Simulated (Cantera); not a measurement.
What does this Cantera script print?

```python
import numpy as np
import cantera as ct

gas = ct.Solution("gri30.yaml")
gas.TPX = 1800, 101325, {'H2': 1, 'O2': 0.96, 'N2': 4.7, 'H2O': 0.91}
reactor = ct.IdealGasReactor(gas, energy="on", clone=False)
net = ct.ReactorNet([reactor])
net.rtol, net.atol = 1e-08, 1e-16
show = ['H2', 'O2', 'H2O', 'NO2', 'NO', 'OH']
times = np.geomspace(5e-06, 0.3, 11)

steps = ct.SolutionArray(gas, extra=["t"])
rows = []
print(f"{'t/s':>10s}{'T/K':>9s}{'P/Pa':>11s}" + "".join(f"{s:>11s}" for s in show))
for t in times:
    while net.time < t:
        t_next = net.step()
        steps.append(gas.state, t=t_next)
    rows.append([np.interp(t, steps.t, y) for y in (steps.T, steps.P, *steps(*show).X.T)])
    print(f"{t:10.3e}{rows[-1][0]:9.1f}{rows[-1][1]:11.4g}" + "".join(f"{x:11.3e}" for x in rows[-1][2:]))
rate = np.gradient(steps.T, steps.t)
print("integrator steps:", len(steps.t))
if steps.T.max() > steps.T[0] + 200:
    print(f"time of steepest temperature rise: {steps.t[rate.argmax()]:.4e} s")
gas.TPX = 1800, 101325, {'H2': 1, 'O2': 0.96, 'N2': 4.7, 'H2O': 0.91}
gas.equilibrate("UV")
print(f"equilibrium (UV): T = {gas.T:.1f} K  " + "  ".join(f"{s} {gas[s].X[0]:.3e}" for s in show))
```

Output:

```
       t/s      T/K       P/Pa         H2         O2        H2O        NO2         NO         OH
 5.000e-06   1800.7  1.014e+05  1.298e-01  1.257e-01  1.217e-01  2.809e-14  1.893e-10  4.283e-04
 1.502e-05   1998.1  1.111e+05  2.732e-02  6.686e-02  2.000e-01  1.471e-09  7.905e-06  2.379e-02
 4.514e-05   2352.1  1.277e+05  1.862e-02  6.262e-02  2.233e-01  1.265e-08  4.632e-05  2.657e-02
 1.356e-04   2593.3  1.385e+05  9.384e-03  6.107e-02  2.435e-01  1.246e-07  2.586e-04  2.227e-02
 4.076e-04   2612.2  1.394e+05  8.504e-03  6.072e-02  2.454e-01  4.838e-07  9.616e-04  2.144e-02
 1.225e-03   2609.4  1.392e+05  8.471e-03  5.984e-02  2.456e-01  1.462e-06  2.920e-03  2.121e-02
 3.680e-03   2602.9  1.388e+05  8.398e-03  5.785e-02  2.461e-01  3.617e-06  7.309e-03  2.068e-02
 1.106e-02   2596.2  1.384e+05  8.323e-03  5.577e-02  2.466e-01  5.808e-06  1.189e-02  2.012e-02
 3.323e-02   2595.1  1.383e+05  8.311e-03  5.543e-02  2.467e-01  6.159e-06  1.264e-02  2.003e-02
 9.984e-02   2595.1  1.383e+05  8.311e-03  5.543e-02  2.467e-01  6.159e-06  1.264e-02  2.003e-02
 3.000e-01   2595.1  1.383e+05  8.311e-03  5.543e-02  2.467e-01  6.159e-06  1.264e-02  2.003e-02
integrator steps: 1089
time of steepest temperature rise: 9.3335e-06 s
equilibrium (UV): T = 2595.1 K  H2 8.311e-03  O2 5.543e-02  H2O 2.467e-01  NO2 6.159e-06  NO 1.264e-02  OH 2.003e-02
```

Detailed kinetics in Cantera: GRI-Mech 3.0 (53 species, 325 reactions).
